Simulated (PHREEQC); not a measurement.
Alkaline etch or developer: an equilibrium model

Make-up at 25 °C: 0.11 mmol/kgw TMAH and 1.2 mmol/kgw (CH3)4NCl. Closed to the air; pH follows from the charge balance.

Computed with PHREEQC (ion-association model, wateq4f.dat).

No solid was allowed to form.

Problem. What pH does the model give?

Solution. pH 10.02.

(CH3)4N+ isn't in the database: it is added as a free cation with an ion size of 4 Å.
